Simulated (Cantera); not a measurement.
A closed system holds: 1 mol Si3N4, 0.017 mol CO2, 530 mol N2, held at 2248 K and 0.0230 bar.

Equilibrium computed with Cantera from the NASA thermochemical tables; the gas is ideal and each condensed phase is pure. Candidate condensed phases: C, Si, SiC, SiO2, Si2N2O, Si3N4; 34 gas species. The tables' values for SiN are old estimates; treat these amounts as uncertain. Kinetics and transport are ignored.

Base state: N2 0.994, Si 0.00533, SiN 0.000124, SiO 4.16e-5, Si2N 2.78e-5, CO 2.19e-5, Si2 1.97e-5 (mole fractions); condensed: gas only.

Problem. What changes in the equilibrium state with this change: temperature from 2248 K to 1798.15 K?

Solution. 
```json
[
 {"species": "N2", "before": "0.994", "after": "1.000"},
 {"species": "Si", "before": "0.00533", "after": "6.95e-5"},
 {"species": "SiO", "before": "4.16e-5", "after": "4.63e-5"},
 {"species": "SiN", "before": "0.000124", "after": "4.69e-6"},
 {"species": "Si2", "before": "1.97e-5", "after": "2.16e-7"},
 {"species": "Si2N", "before": "2.78e-5", "after": "3.91e-6"},
 {"species": "CO", "before": "2.19e-5", "after": "1.79e-5"},
 {"species": "SiC(s), mol", "before": "0", "after": "0.00713"},
 {"species": "Si3N4(s), mol", "before": "0", "after": "0.975"}
]
```
Mutual solubility and eutectic melting of coexisting phases are not modelled.
